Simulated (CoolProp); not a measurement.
A closed Brayton cycle with carbon dioxide: compressor inlet 307.15 K and 10 MPa, high pressure 32.4 MPa, turbine inlet 780 K, compressor efficiency 0.89, turbine efficiency 0.9, recuperator effectiveness 0.9 (on enthalpy, no pinch check). Each further row changes one setting.

Model: reference Helmholtz-energy equation of state, Span 1996, in CoolProp.

```csv
case,thermal efficiency (%),net work (kJ/kg),compressor to turbine work,compressor exit (K),turbine exit (K)
as stated,36.6,111,0.22,337.9,643.7
turbine inlet 730 K,34.8,99.7,0.24,337.9,[?]
compressor inlet 317.15 K,[?],103,0.28,[?],643.7
high pressure 27.5 MPa,[?],[?],[?],332.6,[?]
recuperator effectiveness 0.5,[?],111,0.22,337.9,643.7
```

Complete the blanks.


- turbine inlet 730 K, turbine exit (K): 598.5
- compressor inlet 317.15 K, thermal efficiency (%): 35.1
- compressor inlet 317.15 K, compressor exit (K): 369.2
- high pressure 27.5 MPa, thermal efficiency (%): 35.5
- high pressure 27.5 MPa, net work (kJ/kg): 99.2
- high pressure 27.5 MPa, compressor to turbine work: 0.20
- high pressure 27.5 MPa, turbine exit (K): 662.1
- recuperator effectiveness 0.5, thermal efficiency (%): 24.1
